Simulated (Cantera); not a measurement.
A diamond (100) surface in a fixed gas of H2 with x(CH4) = 0.0025, x(H) = 0.019, at 1325 K, 0.0424 atm; coverages are run to steady state.

Computed with Cantera and the Harris–Goodwin 1993 mechanism for the reconstructed diamond (100) surface.

One state of this run: growth (µm/h) = 0.786; θ c6HH = 0.364; θ c6H* = 0.0521; θ c6*H = 0.533; θ c6** = 0.0509; θ c6HM = 6.43e-5. θ: site fractions in the mechanism's names (c6HH fully hydrogenated, c6H* and c6*H radical sites, c6** diradical, c6HM methylated).

Q: Which value of x(CH3) does it belong to?
(A) 2.7e-06
(B) 5.4e-05
(C) 2e-05
(D) 7.3e-06

A: B, 5.4e-05
